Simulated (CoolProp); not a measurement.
The numbers come from the reference Helmholtz-energy equation of state, Lemmon 2006 in CoolProp. It is a short technical equation, of lower accuracy than the large ones.

### Question
For carbon monoxide, give the phase and the Z, cv (kJ/(kg K)), expansivity (1/kK) at -45.55 °C and 4.37 MPa; -45.55 °C and 5.47 MPa; -45.55 °C and 7.65 MPa.

### Answer
- -45.55 °C and 4.37 MPa: supercritical; Z 0.940, cv 0.764, expansivity 5.71
- -45.55 °C and 5.47 MPa: supercritical; Z 0.928, cv 0.770, expansivity 6.03
- -45.55 °C and 7.65 MPa: supercritical; Z 0.910, cv 0.781, expansivity 6.61
